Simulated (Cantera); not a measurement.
Input: 1 mol CS2, 0.019 mol O2, held at 673.15 K and 690000 Pa.

Method: chemical equilibrium by Gibbs-energy minimisation in Cantera with the NASA 1993 tables (ideal gas, pure condensed phases). Candidate condensed phases: C, S; 22 gas species. Gases not in the tables: S3 to S7. Kinetics and transport are ignored.

Base state: CO2 0.709, COS 0.243, S8 0.0239, CS2 0.0199, CO 0.00279, S2 0.00143 (mole fractions); condensed: C(graphite) + S(l).

What changes in the equilibrium state with this change: temperature from 673.15 K to 2048 K?


```json
[
 {"species": "CS2", "before": "0.0199", "after": "0.757"},
 {"species": "S2", "before": "0.00143", "after": "0.183"},
 {"species": "CO", "before": "0.00279", "after": "0.0354"},
 {"species": "CO2", "before": "0.709", "after": "1.77e-7"},
 {"species": "COS", "before": "0.243", "after": "0.000756"},
 {"species": "S8", "before": "0.0239", "after": "<1e-9"},
 {"species": "CS", "before": "<1e-9", "after": "0.0236"},
 {"species": "S", "before": "<1e-9", "after": "0.000703"},
 {"species": "C(graphite), mol", "before": "0.978", "after": "0.142"},
 {"species": "S(l), mol", "before": "1.99", "after": "0"}
]
```
